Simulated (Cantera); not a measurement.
**Ignition delay**

Mixture: 6.02 % CH4, 1.81 % CO, 23.1 % O2, 60.0 % N2, 9.03 % CO2, equivalence ratio 0.56, at 2.27 atm, adiabatic and at constant volume. Ignition delay is the time to a rise of 400 K.

Detailed kinetics in Cantera: GRI-Mech 3.0 (53 species, 325 reactions).

| T0 (K) | delay (ms) |
|---|---|
| 1273 | 5.33 |
| 1373 | 1.56 |
| 1473 | 0.536 |
| 1573 | 0.215 |
| 1673 | 0.0989 |
| 1773 | 0.0508 |
| 1873 | 0.0285 |
| 1973 | 0.0171 |
| 2073 | 0.0108 |
| 2173 | 0.00721 |

- apparent activation energy between 1973 and 2173 K = 150 kJ/mol
